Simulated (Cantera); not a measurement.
A freely propagating, adiabatic, planar premixed flame of H₂ : O₂ : N₂ = 1 : 0.312 : 1.17 (molar parts), equivalence ratio 1.6, unburnt at 700 K and 340000 Pa; multicomponent transport, grid criteria slope 0.08 and curve 0.16, no radiation.

Model: the H2/O2 subset of GRI-Mech 3.0, which has no nitrogen chemistry, integrated in Cantera. The hydrogen kinetics of GRI-Mech 3.0 are dated; newer H2 mechanisms differ, most at raised pressure. Burning velocities carry a grid error of a few per cent, more on coarse grids.

x: mole fraction of selected species; z is measured from the peak of heat release.

| z (mm) | T (K) | u (m/s) | x H₂ | x O₂ | x H₂O | x HO₂ | x H | x H₂O₂ |
|---|---|---|---|---|---|---|---|---|
| -0.298 | 700 | 12.4 | 0.403 | 0.126 | <1e-8 | <1e-8 | <1e-8 | <1e-8 |
| -0.198 | 700 | 12.4 | 0.403 | 0.126 | <1e-8 | <1e-8 | <1e-8 | <1e-8 |
| -0.149 | 700 | 12.4 | 0.403 | 0.126 | <1e-8 | 3.36e-8 | <1e-8 | <1e-8 |
| -0.0992 | 700 | 12.4 | 0.403 | 0.126 | (withheld) | (withheld) | (withheld) | <1e-8 |
| -0.0496 | 727 | 12.8 | 0.399 | 0.125 | 0.00130 | 0.000446 | 0.000340 | 5.43e-6 |
| -0.0248 | 956 | 16.5 | 0.367 | 0.118 | 0.0224 | 0.000406 | 0.00773 | 2.12e-5 |
| 0 | 1390 | 23.2 | 0.267 | 0.0792 | 0.107 | 0.000191 | 0.0409 | 7.44e-6 |
| 0.0248 | (withheld) | 28.0 | (withheld) | (withheld) | (withheld) | (withheld) | 0.0707 | (withheld) |
| 0.0496 | 1856 | 30.2 | 0.148 | 0.00909 | 0.241 | 2.03e-5 | 0.0745 | 1.62e-6 |
| 0.0992 | 2002 | 32.3 | 0.146 | 0.00316 | 0.255 | 6.93e-6 | 0.0639 | 9.14e-7 |
| 0.198 | 2143 | 34.2 | 0.152 | 0.00184 | 0.262 | 3.91e-6 | 0.0486 | 5.13e-7 |
| 0.397 | 2272 | 35.9 | 0.158 | 0.00101 | 0.269 | 2.15e-6 | 0.0343 | 2.99e-7 |
| 0.794 | 2373 | 37.2 | 0.162 | 0.000481 | 0.276 | 1.03e-6 | 0.0227 | 1.75e-7 |

Q: What belongs in the gaps?

A: 
- -0.0992, x H₂O: 8.17e-7
- -0.0992, x HO₂: 2.83e-6
- -0.0992, x H: 2.21e-7
- 0.0248, T (K): 1705
- 0.0248, x H₂: 0.175
- 0.0248, x O₂: 0.0276
- 0.0248, x H₂O: 0.205
- 0.0248, x HO₂: 6.41e-5
- 0.0248, x H₂O₂: 2.70e-6
